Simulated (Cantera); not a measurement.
Equilibrium for sublimation and decomposition of ceramics: MgO + N2

Input: 1 mol MgO, a varied amount of N2, at 10.0 mbar.

Equilibrium computed with Cantera from the NASA thermochemical tables; the gas is ideal and each condensed phase is pure. Candidate condensed phases: Mg, MgO; 13 gas species. Rates play no part.

Stable condensed phases:

```
T in K \ n(N2) in mol
         0.18 0.25 0.36 0.52 0.74  1.1  1.5  2.1  3.1  4.4  6.2  8.9
   2825     A    A    A    A    A    A    A    A    A    A    A    A
   2725     A    A    A    A    A    A    A    A    A    A    A    A
   2625     B    B    B    B    B    A    A    A    A    A    A    A
   2525     B    B    B    B    B    B    B    B    B    B    A    A
   2425     B    B    B    B    B    B    B    B    B    B    B    B
   2325     B    B    B    B    B    B    B    B    B    B    B    B
   2225     B    B    B    B    B    B    B    B    B    B    B    B
   2125     B    B    B    B    B    B    B    B    B    B    B    B
   2025     B    B    B    B    B    B    B    B    B    B    B    B
   1925     B    B    B    B    B    B    B    B    B    B    B    B
   1825     B    B    B    B    B    B    B    B    B    B    B    B
   1725     B    B    B    B    B    B    B    B    B    B    B    B
   1625     B    B    B    B    B    B    B    B    B    B    B    B
   1525     B    B    B    B    B    B    B    B    B    B    B    B
```

A: gas only; B: MgO.
